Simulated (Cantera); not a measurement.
An adiabatic, constant-pressure homogeneous reactor starts with 20.6 % CO, 0.927 % H₂, 16.1 % O₂, 60.4 % N₂, 2.06 % H₂O, equivalence ratio 0.67, at 1648 K and 3.50 bar.

Cantera simulation using GRI-Mech 3.0 (53 species, 325 reactions); the numbers are that mechanism's predictions, not measurements. The hydrogen kinetics of GRI-Mech 3.0 are dated; newer H2 mechanisms differ, most at raised pressure.

One state of this run: T (K) = 2770; x CO = 0.0483; x H₂ = 0.00105; x O₂ = 0.0679; x NO = 0.0182; x OH = 0.00878; x N₂O = 1.73e-6; x H₂O = 0.0263. x: mole fraction; the columns are a selection and need not sum to one.

Q: Which value of t (s) does it belong to?
A) 2.60e-5
B) 0.154
C) 8.77e-6
D) 2.96e-6

A: B, 0.154
